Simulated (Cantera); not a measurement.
An adiabatic, constant-volume homogeneous reactor starts with 11.2 % CH4, 18.7 % O2, 70.1 % N2, equivalence ratio 1.2, at 1725 K and 510000 Pa.

Computed with Cantera and GRI-Mech 3.0 (53 species, 325 reactions). Above 3000 K some thermodynamic fits are extrapolated.

One state of this run: T (K) = 3155; P (bar) = 10.1; x CH4 = <1e-12; x O2 = 0.00877; x NO = 0.0105; x HO2 = 1.12e-5; x OH = 0.0228; x HCN = 5.49e-8; x C2H = <1e-12. x: mole fraction; the columns are a selection and need not sum to one.

Q: Which value of t (s) does it belong to?
(A) 0.000191
(B) 7.15e-5
(C) 1.00e-5
(D) 2.67e-5

A: A, 0.000191
